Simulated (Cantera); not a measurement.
A perfectly stirred reactor is fed with 19.9 % H₂, 16.8 % O₂, 63.3 % N₂, at 1.20 bar; it is adiabatic with a 600 K inlet, and is followed from long to short residence time, starting on the burning branch (τ in s: 0.11, 0.047, 0.019, 0.008, 0.0033, 0.0014, 0.00056, 0.00023, 9.5e-05, 3.9e-05, 1.6e-05, 6.6e-06).

Cantera simulation using the H2/O2 subset of GRI-Mech 3.0, which has no nitrogen chemistry; the numbers are that mechanism's predictions, not measurements.

Predict: blow-out, bracketed by the residence times tried; x(H₂) at τ = 0.110 s; x(O₂) at τ = 0.110 s; x(OH) at τ = 0.110 s; x(H₂O₂) at τ = 0.110 s; x(O) at τ = 0.110 s; x(H₂) at τ = 0.560 ms; x(O₂) at τ = 0.560 ms; x(OH) at τ = 0.560 ms; x(H₂O₂) at τ = 0.560 ms; x(O) at τ = 0.560 ms.


- blow-out, bracketed by the residence times tried = burning at 16.0 µs, out at 6.60 µs
- x(H₂) at τ = 0.110 s = 0.000429
- x(O₂) at τ = 0.110 s = 0.0756
- x(OH) at τ = 0.110 s = 0.00335
- x(H₂O₂) at τ = 0.110 s = 1.54e-7
- x(O) at τ = 0.110 s = 0.000334
- x(H₂) at τ = 0.560 ms = 0.00638
- x(O₂) at τ = 0.560 ms = 0.0747
- x(OH) at τ = 0.560 ms = 0.0106
- x(H₂O₂) at τ = 0.560 ms = 5.61e-7
- x(O) at τ = 0.560 ms = 0.00473
